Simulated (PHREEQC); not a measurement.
Dissolve 0.59 mol HCl and 0.0016 mol CuCl2 per kg of water at 20 °C. Closed to the air; pH follows from the charge balance.

Equilibrium calculation in PHREEQC: ion-association model, phreeqc.dat.

Precipitation was switched off in this run.

### Question
Estimate the pH, density.

### Answer
pH 0.35; density 1.009 g/cm³.

### Question
In which forms is Cu present?

### Answer
Cu+2 75 %, CuCl+ 22 %, CuCl2 2.4 % of the Cu.
